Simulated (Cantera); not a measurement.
A closed system holds: 1 mol BN, 210 mol H₂, 4.1 mol N₂, equilibrated at 1850 K.

Method: chemical equilibrium by Gibbs-energy minimisation in Cantera with the NASA 1993 tables (ideal gas, pure condensed phases). Candidate condensed phases: B, BN; 15 gas species. The tables' values for BH₂ are old estimates; treat these amounts as uncertain. The numbers say what is thermodynamically allowed, not how fast it happens.

x: gas mole fraction; n: condensed amount in mol.

```json
[
 {"P (Pa)": "1", "x H₂": "0.824", "x H": "0.155", "x N₂": "0.0198", "x B": "?", "n B(s)": "0.754", "n BN(s)": "0"},
 {"P (Pa)": "10", "x H₂": "0.927", "x H": "0.0519", "x N₂": "0.0209", "x B": "?", "n B(s)": "0.942", "n BN(s)": "0"},
 {"P (Pa)": "100", "x H₂": "0.964", "x H": "0.0167", "x N₂": "0.0191", "x B": "?", "n B(s)": "0", "n BN(s)": "0.970"},
 {"P (Pa)": "1000", "x H₂": "0.976", "x H": "0.00532", "x N₂": "0.0191", "x B": "?", "n B(s)": "0", "n BN(s)": "0.991"},
 {"P (Pa)": "10000", "x H₂": "0.979", "x H": "0.00169", "x N₂": "0.0191", "x B": "?", "n B(s)": "0", "n BN(s)": "0.997"},
 {"P (Pa)": "100000", "x H₂": "0.980", "x H": "0.000533", "x N₂": "0.0191", "x B": "?", "n B(s)": "0", "n BN(s)": "0.999"}
]
```

Task: Fill in the missing entries.

Result: 
- 1, x B: 0.000894
- 10, x B: 8.94e-5
- 100, x B: 6.62e-6
- 1000, x B: 2.09e-7
- 10000, x B: 6.60e-9
- 100000, x B: 2.09e-10
